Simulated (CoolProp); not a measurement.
Vapour-liquid equilibrium of propane (1) + toluene (2) at 0.141 MPa; x and y are mole fractions of (1).

Computed with CoolProp (multi-fluid Helmholtz-energy mixture model, Lemmon 2009 and Lemmon 2006; pair parameters Bell 2016).

```tsv
x	bubble temperature (K)	y at the bubble point	dew temperature at overall composition x (K)	liquid density (mol/L)
0.05	322.9	0.913	393.8	9.214
0.125	282.4	0.989	?	?
0.2	266.8	0.996	387.4	10.20
0.275	258.6	0.998	383.8	10.51
0.35	253.7	0.999	380.0	10.78
0.425	250.6	0.999	?	11.05
0.5	248.4	0.999	371.1	11.30
0.575	246.8	0.999	365.9	11.56
0.65	245.4	0.999	?	11.81
0.725	244.2	1.000	352.8	12.06
0.8	243.0	1.000	343.9	12.31
0.875	241.6	1.000	331.7	12.56
0.95	240.0	1.000	310.8	12.81
```

Question: What belongs in the gaps?

Answer: 
- 0.125, dew temperature at overall composition x (K): 390.7
- 0.125, liquid density (mol/L): 9.831
- 0.425, dew temperature at overall composition x (K): 375.8
- 0.65, dew temperature at overall composition x (K): 359.9

No azeotrope shows between x = 0.05 and 0.95.

Pair parameters are fitted to limited data, so mixtures are less certain than the pure fluids. With so large a gap from Raoult's law the liquid may split in two, which this calculation doesn't test in full.
